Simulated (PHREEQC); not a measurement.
Synthetic water in mmol/kgw, 25 °C, pH 6.62, pe 2.7:

| constituent | mmol/kgw |
|---|---|
| Na | 0.194 |
| K | 0.00167 |
| Ca | 0.0359 |
| Mg | 0.138 |
| Cl | 0.19 |
| S(6) | 0.105 |
| Alkalinity (meq/kgw) | 0.135 |
| Fe(2) | 0.000668 |
| B | 0.0137 |

Valence states are taken as typed.

The numbers come from PHREEQC with the ion-association model, phreeqc.dat.

Precipitation was switched off in this run.

### Question
Predict the charge-balance error.

### Answer
charge-balance error 0.9 %.

### Question
In which forms is C present?

### Answer
HCO3- 66 %, CO2 34 % of the C.

Complexes and solids missing from the database can't appear.
